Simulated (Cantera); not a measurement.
# Equilibrium for carbothermic reduction: Fe2O3 + CH4 + N2

Feed: 1 mol Fe2O3, 0.33 mol CH4, 3.7 mol N2, equilibrated at 0.00940 bar.

These are equilibrium values from Cantera (NASA tables, ideal gas, pure condensed phases), not measurements of a reactor. Candidate condensed phases: C, C6H6, C7H8, C8H18, Fe, Fe(CO)5, FeO, Fe(OH)2, Fe(OH)3, Fe2O3, Fe3O4, H2O; 140 gas species. The tables' stoichiometric FeO is somewhat more stable than real wüstite, so its field is too wide. FeO: taken at fixed stoichiometry. Equilibrium is a limit: real reactors are often held back by kinetics, nucleation or transport.

```csv
T (K),x N2,x H2O,x CO,x CO2,x Fe,x H2,x H,n FeO(l)
2075,0.777,0.111,0.0354,0.0340,0.00887,0.0239,0.00425,1.95
2100,0.775,0.111,0.0349,0.0343,0.0110,0.0229,0.00487,1.94
2125,0.771,0.111,0.0343,0.0345,0.0136,0.0219,0.00555,1.93
2150,0.766,0.110,0.0337,0.0347,0.0167,0.0210,0.00630,1.91
2175,0.761,0.110,0.0331,0.0348,0.0205,0.0200,0.00713,1.88
2200,0.753,0.108,0.0325,0.0347,0.0251,0.0192,0.00804,1.85
2225,0.744,0.106,0.0320,0.0345,0.0308,0.0184,0.00905,1.82
```
x: gas mole fraction; n: condensed amount in mol.

From 2075 K to 2225 K the condensed part is FeO(l). The main Fe-bearing gas is Fe throughout. The share of Fe in condensed phases is highest at 2075 K (97.6 %) and lowest at 2225 K (90.9 %).
